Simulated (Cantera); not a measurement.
Charge: 1 mol CF4, 0.089 mol CH4, at 0.00240 bar.

Equilibrium computed with Cantera from the NASA thermochemical tables; the gas is ideal and each condensed phase is pure. Candidate condensed phases: C, C6H6, C7H8, C8H18; 95 gas species. Gases not in the tables: C2F6 and larger saturated fluorocarbons. Kinetics and transport are ignored.

**Question.** Which condensed phases are stable at each of these points (T (K)): 1875, 1950, 2025, 2100, 2175, 2250, 2325, 2400, 2475, 2550, 2625?

**Answer.** 
```
T (K)  condensed phases  C condensed (%)
-----  ----------------  ---------------
1875        C(graphite)             13.3
1950        C(graphite)             10.6
2025        C(graphite)              6.4
2100        C(graphite)              0.7
2175           gas only              0.0
2250           gas only              0.0
2325        C(graphite)             10.1
2400        C(graphite)             25.9
2475        C(graphite)             41.1
2550        C(graphite)             52.9
2625        C(graphite)             60.2
```

From 1875 K to 2100 K the condensed part is C(graphite). From 2175 K to 2250 K nothing is condensed. From 2325 K to 2625 K the condensed part is C(graphite).
